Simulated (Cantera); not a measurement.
A freely propagating, adiabatic, planar premixed flame of 7.02 % CH4, 16.4 % O2, 76.5 % N2, 0.126 % H2, equivalence ratio 0.86, unburnt at 575 K and 3150 Torr; mixture-averaged transport, grid criteria slope 0.08 and curve 0.16, no radiation.

Computed with Cantera and GRI-Mech 3.0 (53 species, 325 reactions). Burning velocities carry a grid error of a few per cent, more on coarse grids.

x: mole fraction of selected species; z is measured from the peak of heat release.

| z (mm) | T (K) | u (m/s) | x CH4 | x O2 | x CH3 | x O | x CO | x CH2CO |
|---|---|---|---|---|---|---|---|---|
| -0.542 | 577 | 0.383 | 0.0700 | 0.163 | 1.52e-8 | <1e-8 | 2.15e-5 | ___ |
| -0.361 | 583 | 0.388 | 0.0695 | 0.163 | 8.58e-8 | <1e-8 | 0.000124 | ___ |
| -0.271 | 603 | 0.401 | 0.0682 | 0.161 | 3.31e-7 | <1e-8 | 0.000456 | ___ |
| -0.181 | 696 | 0.465 | 0.0625 | 0.154 | 2.62e-6 | <1e-8 | 0.00222 | ___ |
| -0.0904 | 1058 | 0.712 | 0.0414 | 0.122 | 9.07e-5 | 1.29e-6 | 0.0104 | ___ |
| -0.0452 | 1398 | 0.944 | 0.0215 | 0.0887 | 0.000557 | 2.74e-5 | 0.0190 | ___ |
| 0 | 1735 | 1.17 | 0.00374 | 0.0519 | 0.000658 | 0.000393 | 0.0250 | ___ |
| 0.0452 | 1877 | 1.26 | 0.000107 | 0.0346 | 3.23e-5 | 0.00127 | 0.0177 | ___ |
| 0.0904 | 1938 | 1.30 | 1.72e-6 | 0.0297 | 6.12e-7 | 0.00125 | 0.0111 | ___ |
| 0.181 | 2002 | 1.34 | <1e-8 | 0.0263 | <1e-8 | 0.000810 | 0.00589 | <1e-8 |
| 0.361 | 2050 | 1.36 | <1e-8 | 0.0243 | <1e-8 | 0.000385 | 0.00284 | <1e-8 |
| 0.723 | 2075 | 1.38 | <1e-8 | 0.0233 | <1e-8 | 0.000170 | 0.00126 | <1e-8 |
| 1.45 | 2083 | 1.38 | <1e-8 | 0.0230 | <1e-8 | 0.000103 | 0.000675 | <1e-8 |

Problem. What belongs in the gaps?

Solution. 
- -0.542, x CH2CO: 1.29e-8
- -0.361, x CH2CO: 1.10e-7
- -0.271, x CH2CO: 5.88e-7
- -0.181, x CH2CO: 4.98e-6
- -0.0904, x CH2CO: 4.25e-5
- -0.0452, x CH2CO: 9.98e-5
- 0, x CH2CO: 8.24e-5
- 0.0452, x CH2CO: 5.16e-6
- 0.0904, x CH2CO: 1.08e-7
